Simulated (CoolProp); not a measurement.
Vapour-liquid equilibrium of CHF3 (R23) (1) + R22 (2) at 0.226 bar; x and y are mole fractions of (1).

Model: multi-fluid Helmholtz-energy mixture model, Penoncello 2003 and Kamei 1995; pair parameters Bell 2016, in CoolProp.

Give the bubble temperature and the first vapour's composition at x = 0.05, 0.35, 0.85. Is there an azeotrope?

x = 0.05: -76.0 °C, y = 0.418; x = 0.35: -94.4 °C, y = 0.898; x = 0.85: -102.7 °C, y = 0.984. No azeotrope shows between x = 0.05 and 0.95.

The pair parameters rest on a limited set of measurements; away from them the model extrapolates.
